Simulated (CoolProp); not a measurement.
Vapour-liquid equilibrium of R125 (1) + R245fa (2) at 0.219 bar; x and y are mole fractions of (1).

Computed with CoolProp (multi-fluid Helmholtz-energy mixture model, Lemmon 2005 and Akasaka 2015; pair parameters Bell 2016).

```json
[
 {"x": "0.05", "bubble temperature, mixture model (°C)": "-31.9", "bubble temperature, Raoult's law (°C)": "-30.0", "y, mixture model": "0.570", "y, Raoult's law": "0.521"},
 {"x": "0.2", "bubble temperature, mixture model (°C)": "-51.4", "bubble temperature, Raoult's law (°C)": "-49.0", "y, mixture model": "0.902", "y, Raoult's law": "0.886"},
 {"x": "0.35", "bubble temperature, mixture model (°C)": "-59.9", "bubble temperature, Raoult's law (°C)": "-58.3", "y, mixture model": "0.958", "y, Raoult's law": "0.955"},
 {"x": "0.5", "bubble temperature, mixture model (°C)": "-65.0", "bubble temperature, Raoult's law (°C)": "-64.1", "y, mixture model": "0.978", "y, Raoult's law": "0.979"},
 {"x": "0.65", "bubble temperature, mixture model (°C)": "-68.7", "bubble temperature, Raoult's law (°C)": "-68.3", "y, mixture model": "0.989", "y, Raoult's law": "0.990"},
 {"x": "0.8", "bubble temperature, mixture model (°C)": "-71.7", "bubble temperature, Raoult's law (°C)": "-71.6", "y, mixture model": "0.995", "y, Raoult's law": "0.996"},
 {"x": "0.95", "bubble temperature, mixture model (°C)": "-74.2", "bubble temperature, Raoult's law (°C)": "-74.2", "y, mixture model": "0.999", "y, Raoult's law": "0.999"}
]
```

The largest gap from Raoult's law is -2.4 K in bubble temperature, at x = 0.2. No azeotrope shows between x = 0.05 and 0.95.

Pair parameters are fitted to limited data, so mixtures are less certain than the pure fluids.
